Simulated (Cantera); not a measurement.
# Equilibrium for chlorosilane synthesis and conversion: Si + Cl2 + H2

Charge: 1 mol Si, a varied amount of Cl2, 16 mol H2, equilibrated at 827 °C and 13.0 bar.

These are equilibrium values from Cantera (NASA tables, ideal gas, pure condensed phases), not measurements of a reactor. Candidate condensed phases: Si; 19 gas species. The tables' values for SiCl3 are old estimates; treat these amounts as uncertain. Kinetics and transport are ignored.

```json
[
 {"n(Cl2) (mol)": "0.5", "x H2": "0.976", "x HCl": "0.00625", "x SiCl4": "0.00448", "x SiHCl3": "0.0103", "x SiH2Cl2": "0.00285", "n Si(s)": "0.706"},
 {"n(Cl2) (mol)": "0.66", "x H2": "0.969", "x HCl": "0.00682", "x SiCl4": "0.00646", "x SiHCl3": "0.0135", "x SiH2Cl2": "0.00340", "n Si(s)": "0.611"},
 {"n(Cl2) (mol)": "0.87", "x H2": "0.961", "x HCl": "0.00742", "x SiCl4": "0.00921", "x SiHCl3": "0.0176", "x SiH2Cl2": "0.00402", "n Si(s)": "0.485"},
 {"n(Cl2) (mol)": "1.1", "x H2": "0.952", "x HCl": "0.00796", "x SiCl4": "0.0124", "x SiHCl3": "0.0218", "x SiH2Cl2": "0.00462", "n Si(s)": "0.349"},
 {"n(Cl2) (mol)": "1.5", "x H2": "0.938", "x HCl": "0.00868", "x SiCl4": "0.0181", "x SiHCl3": "0.0288", "x SiH2Cl2": "0.00550", "n Si(s)": "0.114"},
 {"n(Cl2) (mol)": "2", "x H2": "0.917", "x HCl": "0.0239", "x SiCl4": "0.0364", "x SiHCl3": "0.0206", "x SiH2Cl2": "0.00140", "n Si(s)": "0"},
 {"n(Cl2) (mol)": "2.6", "x H2": "0.866", "x HCl": "0.0767", "x SiCl4": "0.0484", "x SiHCl3": "0.00807", "x SiH2Cl2": "0.000161", "n Si(s)": "0"}
]
```
x: gas mole fraction; n: condensed amount in mol.

From 0.5 mol Cl2 to 1.5 mol Cl2 the condensed part is Si(s). From 2 mol Cl2 to 2.6 mol Cl2 nothing is condensed. The main Si-bearing gas is SiHCl3 at 0.5 mol Cl2 and SiCl4 at 2.6 mol Cl2.
